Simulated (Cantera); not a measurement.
A perfectly stirred reactor is fed with CH4 : H2 : O2 : N2 = 1 : 0.13 : 5.04 : 18.9 (molar parts), equivalence ratio 0.41, at 1.78 atm; it is adiabatic with a 723 K inlet, and is followed from long to short residence time, starting on the burning branch (τ in s: 0.21, 0.1, 0.048, 0.023, 0.011, 0.005, 0.0024, 0.0011, 0.00053, 0.00025, 0.00012, 5.5e-05, 2.6e-05).

Cantera simulation using GRI-Mech 3.0 (53 species, 325 reactions); the numbers are that mechanism's predictions, not measurements.

Task: What does this change do: inlet temperature 723 to 475 K?

Result: 
```csv
quantity,before,after
"blow-out, bracketed by the residence times tried","burning at 0.250 ms, out at 0.120 ms","burning at 2.40 ms, out at 1.10 ms"
x(CH4) at τ = 0.210 s,6.85e-6,1.90e-5
x(H2) at τ = 0.210 s,1.41e-5,1.31e-5
x(O2) at τ = 0.210 s,0.119,0.119
x(CH2O) at τ = 0.210 s,5.97e-7,1.37e-6
x(CH2) at τ = 0.210 s,5.45e-9,5.10e-9
x(CH4) at τ = 2.40 ms,0.000128,0.000740
x(H2) at τ = 2.40 ms,0.000269,0.000581
x(O2) at τ = 2.40 ms,0.120,0.124
x(CH2O) at τ = 2.40 ms,1.39e-5,6.15e-5
x(CH2) at τ = 2.40 ms,2.60e-7,1.97e-7
```

Task: What does this change do: N2 18.9 to 13 parts?

Result: 
| quantity | before | after |
|---|---|---|
| blow-out, bracketed by the residence times tried | burning at 0.250 ms, out at 0.120 ms | burning at 55.0 µs, out at 26.0 µs |
| x(CH4) at τ = 0.210 s | 6.85e-6 | 2.41e-6 |
| x(H2) at τ = 0.210 s | 1.41e-5 | 3.65e-5 |
| x(O2) at τ = 0.210 s | 0.119 | 0.155 |
| x(CH2O) at τ = 0.210 s | 5.97e-7 | 2.70e-7 |
| x(CH2) at τ = 0.210 s | 5.45e-9 | 5.00e-9 |
| x(CH4) at τ = 2.40 ms | 0.000128 | 6.33e-5 |
| x(H2) at τ = 2.40 ms | 0.000269 | 0.000327 |
| x(O2) at τ = 2.40 ms | 0.120 | 0.155 |
| x(CH2O) at τ = 2.40 ms | 1.39e-5 | 8.54e-6 |
| x(CH2) at τ = 2.40 ms | 2.60e-7 | 2.76e-7 |
